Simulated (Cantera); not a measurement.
Mixture: C3H8 : O2 : N2 = 1 : 3.12 : 15.3 (molar parts), at 1.01 bar, adiabatic and at constant pressure. Ignition delay is the time to a rise of 400 K.

Cantera simulation using GRI-Mech 3.0 (53 species, 325 reactions); the numbers are that mechanism's predictions, not measurements. GRI-Mech 3.0 was tuned for natural gas; its chemistry of propane as a main component is partial and can be far from experiment.

### Question
Predict: delay at 1300 K; delay at 1375 K; delay at 1450 K; delay at 1525 K; delay at 1600 K; delay at 1675 K; delay at 1750 K; apparent activation energy between 1600 and 1750 K.

### Answer
```
Item                                                     Value
--------------------------------------------------  ----------
delay at 1300 K                                        1.21 ms
delay at 1375 K                                       0.399 ms
delay at 1450 K                                       0.162 ms
delay at 1525 K                                        78.6 µs
delay at 1600 K                                        44.1 µs
delay at 1675 K                                        27.8 µs
delay at 1750 K                                        19.1 µs
apparent activation energy between 1600 and 1750 K  130 kJ/mol
```
